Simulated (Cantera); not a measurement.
Cantera run:

```python
import numpy as np
import cantera as ct

gas_names = """
    B BH BH2 BH3 BN B2 H H2 N NH NH2 NH3 N2 N2H2 N2H4
""".split()
cond_names = """
    B(b) B(L) BN(s)
""".split()


# ... load() reads the species with a 1 bar reference pressure and builds the phases ...
atoms = {
    'borazine': {'B': 3, 'N': 3, 'H': 6},
    'H2': {'H': 2},
    'N2': {'N': 2},
}
top_T = {'BN(s)': 3200}  # K; cautious upper limits of use, not melting points


# ... equilibrate(T, P, feed) seeds the gas with the atoms and calls Mixture.equilibrate('TP', solver="vcs", rtol=1e-11, max_steps=5000) ...
results = []
feed = {'borazine': 1, 'H2': 2.1, 'N2': 8}  # mol
P = 650  # Pa
for T in [2048, 2098, 2148, 2198, 2248, 2298, 2348, 2398, 2448]:
    mix = equilibrate(T, P, feed)
    results.append((T, P, feed, dict(zip(mix.species_names, mix.species_moles))))

top = {s: max(r[3][s] / sum(r[3][g] for g in gas_names) for r in results) for s in gas_names}
cols = sorted((s for s in top if top[s] > 1e-05), key=lambda s: -top[s])[:9]
seen = [c for c in cond_names if any(r[3].get(c, 0) > 1e-12 for r in results)]
print("log10 of partial pressures in bar; condensed amounts in mol")
print(f"{'T/K':>10s}" + "".join(f"{s[:9]:>10s}" for s in cols + seen))
for T, P, feed, n in results:
    ng = sum(n[g] for g in gas_names)
    print(f"{T:10.4g}" + "".join(f"{np.log10(max(n[s] / ng * P / 1e5, 1e-99)):10.3f}" for s in cols)
          + "".join(f"{n.get(c, 0):10.4g}" for c in seen))
```

Result:

```
log10 of partial pressures in bar; condensed amounts in mol
       T/K        N2        H2         H         B       BH2        BN        BH      B(b)      B(L)     BN(s)
      2048    -2.405    -2.610    -3.955    -7.147    -6.433    -8.363    -8.167         0         0     2.999
      2098    -2.406    -2.615    -3.820    -6.659    -6.171    -7.929    -7.756         0         0     2.998
      2148    -2.408    -2.622    -3.691    -6.194    -5.923    -7.515    -7.366         0         0     2.996
      2198    -2.410    -2.631    -3.570    -5.751    -5.688    -7.121    -6.994         0         0     2.992
      2248    -2.413    -2.642    -3.455    -5.327    -5.467    -6.745    -6.640         0         0     2.982
      2298    -2.389    -2.704    -3.371    -5.005    -5.390    -6.455    -6.411     2.966         0         0
      2348    -2.393    -2.722    -3.269    -4.738    -5.316    -6.233    -6.213     2.943         0         0
      2398    -2.399    -2.744    -3.175    -4.506    -5.273    -6.043    -6.048         0     2.909         0
      2448    -2.406    -2.771    -3.087    -4.283    -5.239    -5.864    -5.894         0     2.854         0
```

These are equilibrium values from Cantera (NASA tables, ideal gas, pure condensed phases), not measurements of a reactor. The feed counts by its element totals alone. The tables' values for BH2 are old estimates; treat these amounts as uncertain.
